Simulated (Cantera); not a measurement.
Standard-state values (1 bar) from the NASA 1993 polynomials, evaluated with Cantera. Values are per mole of reaction as written; species without (g) are pure solids or liquids, kept so even where they would boil at 1 bar.

3 Ta + 2 O₃(g) ⇌ 3 TaO₂(g)

```json
[
 {"T (K)": "425", "ΔH° (kJ)": "-888.9", "ΔS° (J/K)": "230.4", "ΔG° (kJ)": "-986.9", "log10 K": "121.29"},
 {"T (K)": "625", "ΔH° (kJ)": "?", "ΔS° (J/K)": "?", "ΔG° (kJ)": "?", "log10 K": "?"},
 {"T (K)": "825", "ΔH° (kJ)": "?", "ΔS° (J/K)": "?", "ΔG° (kJ)": "?", "log10 K": "?"},
 {"T (K)": "1025", "ΔH° (kJ)": "?", "ΔS° (J/K)": "?", "ΔG° (kJ)": "?", "log10 K": "?"},
 {"T (K)": "1225", "ΔH° (kJ)": "?", "ΔS° (J/K)": "?", "ΔG° (kJ)": "?", "log10 K": "?"},
 {"T (K)": "1425", "ΔH° (kJ)": "-915.8", "ΔS° (J/K)": "198.9", "ΔG° (kJ)": "-1199.2", "log10 K": "43.96"},
 {"T (K)": "1625", "ΔH° (kJ)": "-922.9", "ΔS° (J/K)": "194.2", "ΔG° (kJ)": "-1238.5", "log10 K": "39.81"},
 {"T (K)": "1825", "ΔH° (kJ)": "-931.6", "ΔS° (J/K)": "189.2", "ΔG° (kJ)": "-1276.9", "log10 K": "36.55"}
]
```

Complete the blanks.


- 625, ΔH° (kJ): -893.6
- 625, ΔS° (J/K): 221.5
- 625, ΔG° (kJ): -1032.0
- 625, log10 K: 86.25
- 825, ΔH° (kJ): -898.7
- 825, ΔS° (J/K): 214.4
- 825, ΔG° (kJ): -1075.6
- 825, log10 K: 68.10
- 1025, ΔH° (kJ): -904.3
- 1025, ΔS° (J/K): 208.4
- 1025, ΔG° (kJ): -1117.8
- 1025, log10 K: 56.96
- 1225, ΔH° (kJ): -909.9
- 1225, ΔS° (J/K): 203.4
- 1225, ΔG° (kJ): -1159.0
- 1225, log10 K: 49.42
